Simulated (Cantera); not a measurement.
A perfectly stirred reactor is fed with 4.17 % C2H6, 95.8 % H2, at 400 Pa; it is held at 1575 K, and followed from long to short residence time.

Detailed kinetics in Cantera: GRI-Mech 3.0 (53 species, 325 reactions). GRI-Mech 3.0 stops at C3 and has no aromatics, soot or wall deposition, so with more carbon than oxygen in the feed, carbon stays in small species such as C2H2 where larger ones or solid carbon would form. Radical loss at walls, strong at low pressure, is not modelled.

x: mole fraction; the columns are a selection and need not sum to one.

```
τ (s)     x C2H6   x H2   x C2H2    x CH2    x C2H4
------  --------  -----  -------  -------  --------
0.64    0.000112  0.942   0.0221  9.62e-7  0.000624
0.30         ___  0.939      ___      ___       ___
0.14    0.000416  0.937   0.0168  1.64e-6   0.00172
0.062   0.000846  0.935   0.0139  2.07e-6   0.00287
0.029    0.00165  0.934   0.0108  2.51e-6   0.00443
0.013        ___  0.934      ___      ___       ___
0.0060   0.00662  0.936  0.00435  3.46e-6   0.00809
```

Complete the blanks.


- 0.30, x C2H6: 0.000215
- 0.30, x C2H2: 0.0195
- 0.30, x CH2: 1.27e-6
- 0.30, x C2H4: 0.00104
- 0.013, x C2H6: 0.00335
- 0.013, x C2H2: 0.00747
- 0.013, x CH2: 3.02e-6
- 0.013, x C2H4: 0.00641
